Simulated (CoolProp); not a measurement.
The fluid at 380.47 K and 0.527 MPa is throttled through a valve to 0.0268 MPa with no heat exchange. The same conditions are run with several fluids, on thermodynamics alone (safety and materials aside).

The numbers come from the reference Helmholtz-energy equation of state of each fluid (n-pentane: Thol 2019; hydrogen chloride: Thol 2018; R22: Kamei 1995; isobutene: Lemmon 2005; dimethyl ether: Wu 2011) in CoolProp.

Task: Rank n-pentane, hydrogen chloride, R22, isobutene, dimethyl ether by temperature change (K), highest first.

Result: hydrogen chloride (-4.7), dimethyl ether (-5.4), R22 (-5.5), isobutene (-6.1), n-pentane (-8.7)

```json
[
 {"fluid": "n-pentane", "final density (kg/m³)": "0.629"},
 {"fluid": "hydrogen chloride", "final density (kg/m³)": "0.313"},
 {"fluid": "R22", "final density (kg/m³)": "0.745"},
 {"fluid": "isobutene", "final density (kg/m³)": "0.485"},
 {"fluid": "dimethyl ether", "final density (kg/m³)": "0.397"}
]
```
